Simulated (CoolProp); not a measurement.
500 sccm (0 °C, 1 atm) of nitrogen bubbles through liquid tetrahydrofuran at 301.5 K and leaves saturated at a total pressure of 0.15 MPa (ideal gas phase). Each further row changes one setting.

The numbers come from the reference Helmholtz-energy equation of state, Fiedler 2023 in CoolProp.

```tsv
case	vapour pressure (kPa)	mole fraction of vapour	delivery (mg/min)	delivery (sccm)	change of delivery for a bath 1 K warmer (%)
as stated	25.0	0.167	322	100	5.3
bath temperature 306.5 K	30.8	0.206	416	129	5.3
total pressure 0.3 MPa	25.0	0.0834	146	45.5	4.8
```
